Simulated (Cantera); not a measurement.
Feed: 1 mol CuO, 1.7 mol C, 9.2 mol N2, equilibrated at 1850 K.

Equilibrium computed with Cantera from the NASA thermochemical tables; the gas is ideal and each condensed phase is pure. Candidate condensed phases: C, Cu, CuO, Cu2O; 27 gas species. Kinetics and transport are ignored.

**Question.** Which condensed phases are stable at each of these points (P (Pa)): 10, 42, 180, 750, 3200, 13000, 56000, 240000, 1000000?

**Answer.** 
```json
[
 {"P (Pa)": "10", "condensed phases": "C(graphite)", "Cu condensed (%)": "0.0"},
 {"P (Pa)": "42", "condensed phases": "C(graphite)", "Cu condensed (%)": "0.0"},
 {"P (Pa)": "180", "condensed phases": "C(graphite)", "Cu condensed (%)": "0.0"},
 {"P (Pa)": "750", "condensed phases": "C(graphite)", "Cu condensed (%)": "0.0"},
 {"P (Pa)": "3200", "condensed phases": "C(graphite) + Cu(l)", "Cu condensed (%)": "68.7"},
 {"P (Pa)": "13000", "condensed phases": "C(graphite) + Cu(l)", "Cu condensed (%)": "92.5"},
 {"P (Pa)": "56000", "condensed phases": "C(graphite) + Cu(l)", "Cu condensed (%)": "98.3"},
 {"P (Pa)": "240000", "condensed phases": "C(graphite) + Cu(l)", "Cu condensed (%)": "99.6"},
 {"P (Pa)": "1000000", "condensed phases": "C(graphite) + Cu(l)", "Cu condensed (%)": "99.9"}
]
```

From 0.000100 bar to 0.00750 bar the condensed part is C(graphite). From 0.0320 bar to 10.0 bar the condensed part is C(graphite) + Cu(l).
